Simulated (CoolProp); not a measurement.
Model: reference Helmholtz-energy equation of state, Wu 2012, in CoolProp.

Q: Give the vapour pressure (kPa), liquid density (kg/m³), vapour density (kg/m³), surface tension (mN/m) of saturated fluoroethane (R161) at 293.3, 330.5 K.

A: 
```csv
T (K),p (kPa),liquid density (kg/m³),vapour density (kg/m³),surface tension (mN/m)
293.3,808,721,18.7,9.94
330.5,2050,630,50.4,5.08
```

Surface tension comes from a separate correlation (Mulero 2012).
